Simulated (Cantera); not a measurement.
Charge: 1 mol SiH4, a varied amount of N2O, 3.1 mol N2, held at 1425 K and 0.100 bar.

Equilibrium computed with Cantera from the NASA thermochemical tables; the gas is ideal and each condensed phase is pure. Candidate condensed phases: H2O, Si, SiO2, Si2N2O, Si3N4; 35 gas species. Mutual solubility and eutectic melting of coexisting phases are not modelled. The tables hold silica as quartz up to 1696 K and as liquid above; real silica turns to tridymite and cristobalite and melts near 1996 K. Gases not in the tables: Si(OH)4. Kinetics and transport are ignored.

x: gas mole fraction; n: condensed amount in mol.

```json
[
 {"n(N2O) (mol)": "1.9", "x N2": "0.713", "x H2": "0.287", "x O2": "<1e-12", "x H2O": "7.75e-5", "x NO": "<1e-12", "x OH": "6.82e-11", "x H": "1.16e-5", "n SiO2(β-quartz)": "0.933", "n Si2N2O(s)": "0.0335"},
 {"n(N2O) (mol)": "2.8", "x N2": "0.747", "x H2": "0.152", "x O2": "1.93e-12", "x H2O": "0.101", "x NO": "2.45e-9", "x OH": "1.23e-7", "x H": "8.41e-6", "n SiO2(β-quartz)": "1.00", "n Si2N2O(s)": "0"},
 {"n(N2O) (mol)": "4.2", "x N2": "0.776", "x H2": "4.32e-6", "x O2": "0.0105", "x H2O": "0.213", "x NO": "0.000185", "x OH": "4.83e-5", "x H": "4.48e-8", "n SiO2(β-quartz)": "1.00", "n Si2N2O(s)": "0"},
 {"n(N2O) (mol)": "6.3", "x N2": "0.749", "x H2": "1.10e-6", "x O2": "0.0913", "x H2O": "0.159", "x NO": "0.000535", "x OH": "7.17e-5", "x H": "2.26e-8", "n SiO2(β-quartz)": "1.00", "n Si2N2O(s)": "0"},
 {"n(N2O) (mol)": "9.5", "x N2": "0.726", "x H2": "(withheld)", "x O2": "(withheld)", "x H2O": "(withheld)", "x NO": "(withheld)", "x OH": "7.00e-5", "x H": "(withheld)", "n SiO2(β-quartz)": "1.00", "n Si2N2O(s)": "0"},
 {"n(N2O) (mol)": "14", "x N2": "0.709", "x H2": "3.80e-7", "x O2": "0.207", "x H2O": "0.0830", "x NO": "0.000783", "x OH": "6.35e-5", "x H": "1.33e-8", "n SiO2(β-quartz)": "1.00", "n Si2N2O(s)": "0"},
 {"n(N2O) (mol)": "21", "x N2": "0.696", "x H2": "(withheld)", "x O2": "(withheld)", "x H2O": "(withheld)", "x NO": "0.000845", "x OH": "(withheld)", "x H": "(withheld)", "n SiO2(β-quartz)": "1.00", "n Si2N2O(s)": "0"},
 {"n(N2O) (mol)": "32", "x N2": "0.686", "x H2": "1.56e-7", "x O2": "0.274", "x H2O": "0.0391", "x NO": "0.000886", "x OH": "4.67e-5", "x H": "8.51e-9", "n SiO2(β-quartz)": "1.00", "n Si2N2O(s)": "0"}
]
```

Some entries are withheld; supply them.


- 9.5, x H2: 6.03e-7
- 9.5, x O2: 0.158
- 9.5, x H2O: 0.115
- 9.5, x NO: 0.000693
- 9.5, x H: 1.68e-8
- 21, x H2: 2.43e-7
- 21, x O2: 0.245
- 21, x H2O: 0.0578
- 21, x OH: 5.53e-5
- 21, x H: 1.06e-8
